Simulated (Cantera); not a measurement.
Input: 1 mol SiF4, 0.34 mol N2, equilibrated at 1775 °C and 0.133 bar.

Equilibrium computed with Cantera from the NASA thermochemical tables; the gas is ideal and each condensed phase is pure. Candidate condensed phases: Si, Si3N4; 16 gas species. The tables' values for SiF3 are old estimates; treat these amounts as uncertain. Rates play no part.

Q: What is the equilibrium state?

A: 
| Item | Value |
|---|---|
| x(SiF4) | 0.745 |
| x(N2) | 0.254 |
| x(F) | 0.000638 |
| x(SiF3) | 0.000638 |
| gas amount | 1.341 mol |
| log10 activity of Si(l) (absent) | -13.26 |
